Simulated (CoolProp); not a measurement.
Vapour-liquid equilibrium of benzene (1) + n-octane (2) at 0.0439 MPa; x and y are mole fractions of (1).

Model: multi-fluid Helmholtz-energy mixture model, Thol 2012 and Beckmüller 2019; pair parameters Bell 2016, in CoolProp.

```
x     bubble temperature, mixture model (°C)  bubble temperature, Raoult's law (°C)  y, mixture model  y, Raoult's law
----  --------------------------------------  -------------------------------------  ----------------  ---------------
0.05                              (withheld)                                   93.9             0.197            0.173
0.15                                    84.1                                   86.7        (withheld)            0.423
0.25                              (withheld)                                   80.8             0.631            0.590
0.35                                    72.1                                   75.7             0.734            0.706
0.45                                    68.1                                   71.4        (withheld)            0.790
0.55                              (withheld)                                   67.7             0.852            0.852
0.65                                    62.3                                   64.3             0.891            0.900
0.75                              (withheld)                                   61.4             0.923            0.937
0.85                                    58.0                                   58.7             0.954            0.966
0.95                                    56.1                                   56.3             0.984            0.990
```

Q: Some entries are withheld; supply them.

A: 
- 0.05, bubble temperature, mixture model (°C): 92.8
- 0.15, y, mixture model: 0.467
- 0.25, bubble temperature, mixture model (°C): 77.3
- 0.45, y, mixture model: 0.802
- 0.55, bubble temperature, mixture model (°C): 64.9
- 0.75, bubble temperature, mixture model (°C): 60.1

The largest gap from Raoult's law is -3.6 K in bubble temperature, at x = 0.35. No azeotrope shows between x = 0.05 and 0.95.

The pair parameters rest on a limited set of measurements; away from them the model extrapolates.
